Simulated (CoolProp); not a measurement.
Vapour-liquid equilibrium of C2F6 (R116) (1) + R143a (2) at 255.9 K; x and y are mole fractions of (1).

Model: multi-fluid Helmholtz-energy mixture model, Lemmon 2006 and Lemmon and Jacobsen 2000; pair parameters Bell 2016, in CoolProp.

Give the bubble pressure and the first vapour's composition at x = 0.15, 0.35, 0.75. Is there an azeotrope?

x = 0.15: 614.5 kPa, y = 0.469; x = 0.35: 837.8 kPa, y = 0.655; x = 0.75: 1068 kPa, y = 0.833. No azeotrope shows between x = 0.05 and 0.95.

The pair parameters rest on a limited set of measurements; away from them the model extrapolates.
